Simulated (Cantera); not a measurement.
What does this Cantera script print?

```python
import numpy as np
import cantera as ct

gas_names = [...]  # 113 gases of nasa_gas.yaml made of C, H, O, Ti
cond_names = """
    C(gr) C6H6(L) C7H8(L) C8H18(L),n-octa H2O(s) H2O(L) Ti(a) Ti(b) Ti(L) TiC(s) TiC(L) TiO(a) TiO(b)
    TiO(L) TiO2(ru) TiO2(L) Ti2O3(a) Ti2O3(b) Ti2O3(L) Ti3O5(a) Ti3O5(b) Ti3O5(L) Ti4O7(s) Ti4O7(L)
""".split()


# ... load() reads the species with a 1 bar reference pressure and builds the phases ...
atoms = {
    'Ti': {'Ti': 1},
    'CO': {'C': 1, 'O': 1},
    'H2': {'H': 2},
}
top_T = {'C(gr)': 4500}  # K; cautious upper limits of use, not melting points


# ... equilibrate(T, P, feed) seeds the gas with the atoms and calls Mixture.equilibrate('TP', solver="gibbs", rtol=1e-10, max_steps=50000) ...
results = []
T = 1123.15  # K
P = 13332.2  # Pa
for m in [0.54, 0.7, 0.91, 1.2, 1.5, 2, 2.6, 3.4, 4.4, 5.7, 7.4]:
    feed = {'Ti': 1, 'CO': m, 'H2': 3.8}  # mol
    mix = equilibrate(T, P, feed)
    results.append((T, P, feed, dict(zip(mix.species_names, mix.species_moles))))

top = {s: max(r[3][s] / sum(r[3][g] for g in gas_names) for r in results) for s in gas_names}
cols = sorted((s for s in top if top[s] > 0.0001), key=lambda s: -top[s])[:7]
seen = [c for c in cond_names if any(r[3].get(c, 0) > 1e-12 for r in results)]
print("log10 of partial pressures in bar; condensed amounts in mol")
print(f"{'n(CO)':>10s}" + "".join(f"{s[:9]:>10s}" for s in cols + seen))
for T, P, feed, n in results:
    ng = sum(n[g] for g in gas_names)
    print(f"{feed['CO']:10.4g}" + "".join(f"{np.log10(max(n[s] / ng * P / 1e5, 1e-99)):10.3f}" for s in cols)
          + "".join(f"{n.get(c, 0):10.4g}" for c in seen))
```

Output:

```
log10 of partial pressures in bar; condensed amounts in mol
     n(CO)        H2        CO       CH4       CO2       H2O     C(gr)    TiC(s)    TiO(a)  TiO2(ru)  Ti2O3(b)  Ti3O5(b)  Ti4O7(s)
      0.54    -0.875    -9.534    -6.829   -16.743    -8.045         0      0.54       0.3         0      0.08         0         0
       0.7    -0.878    -3.626    -3.288    -8.473    -5.685   0.09455    0.5841         0         0         0    0.1386         0
      0.91    -0.878    -3.626    -3.288    -8.473    -5.685    0.4306    0.4581         0         0         0    0.1806         0
       1.2    -0.878    -3.626    -3.288    -8.473    -5.685    0.8946    0.2841         0         0         0    0.2386         0
       1.5    -0.878    -3.626    -3.288    -8.473    -5.685     1.375    0.1041         0         0         0    0.2986         0
         2    -0.898    -2.190    -3.330    -5.599    -4.269     1.793         0         0    0.2215         0         0    0.1946
       2.6    -0.940    -1.743    -3.414    -4.706    -3.865     1.992         0         0         1         0         0         0
       3.4    -1.013    -1.448    -3.559    -4.116    -3.642     2.001         0         0         1         0         0         0
       4.4    -1.089    -1.290    -3.711    -3.801    -3.561     2.011         0         0         1         0         0         0
       5.7    -1.172    -1.185    -3.876    -3.590    -3.538     2.023         0         0         1         0         0         0
       7.4    -1.260    -1.110    -4.054    -3.440    -3.551     2.038         0         0         1         0         0         0
```

Equilibrium computed with Cantera from the NASA thermochemical tables; the gas is ideal and each condensed phase is pure. Mutual solubility and eutectic melting of coexisting phases are not modelled. TiC, TiO: taken at fixed stoichiometry. Condensed phases not in the tables: Magnéli phases beyond Ti4O7, solid solutions among these carbides, nitrides and lower oxides.
